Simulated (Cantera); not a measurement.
Standard-state values (1 bar) from the NASA 1993 polynomials, evaluated with Cantera. Values are per mole of reaction as written; species without (g) are pure solids or liquids, kept so even where they would boil at 1 bar.

O(g) + CaS → S + CaO

| T (K) | ΔH° (kJ) | ΔS° (J/K) | ΔG° (kJ) | log10 K | condensed phases |
|---|---|---|---|---|---|
| 300 | -411.1 | -147.4 | -366.8 | 63.87 | CaS(s), S(s), CaO(s) |
| 575 | -406.1 | -136.2 | -327.8 | 29.78 | CaS(s), S(l), CaO(s) |
| 625 | -405.5 | -135.1 | -321.0 | 26.83 | CaS(s), S(l), CaO(s) |
| 675 | -404.9 | -134.3 | -314.3 | 24.32 | CaS(s), S(l), CaO(s) |
| 725 | -404.5 | -133.6 | -307.6 | 22.16 | CaS(s), S(l), CaO(s) |
| 775 | -404.1 | -133.1 | -300.9 | 20.28 | CaS(s), S(l), CaO(s) |
| 825 | ? | ? | ? | ? | CaS(s), S(l), CaO(s) |
| 875 | -403.0 | -131.8 | -287.7 | 17.17 | CaS(s), S(l), CaO(s) |
| 925 | -402.4 | -131.1 | -281.1 | 15.87 | CaS(s), S(l), CaO(s) |
| 975 | ? | ? | ? | ? | CaS(s), S(l), CaO(s) |
| 1025 | -401.2 | -129.9 | -268.1 | 13.66 | CaS(s), S(l), CaO(s) |
| 1075 | ? | ? | ? | ? | CaS(s), S(l), CaO(s) |

Question: What belongs in the gaps?

Answer: 
- 825, ΔH° (kJ): -403.6
- 825, ΔS° (J/K): -132.5
- 825, ΔG° (kJ): -294.3
- 825, log10 K: 18.63
- 975, ΔH° (kJ): -401.7
- 975, ΔS° (J/K): -130.4
- 975, ΔG° (kJ): -274.6
- 975, log10 K: 14.71
- 1075, ΔH° (kJ): -400.7
- 1075, ΔS° (J/K): -129.4
- 1075, ΔG° (kJ): -261.6
- 1075, log10 K: 12.71
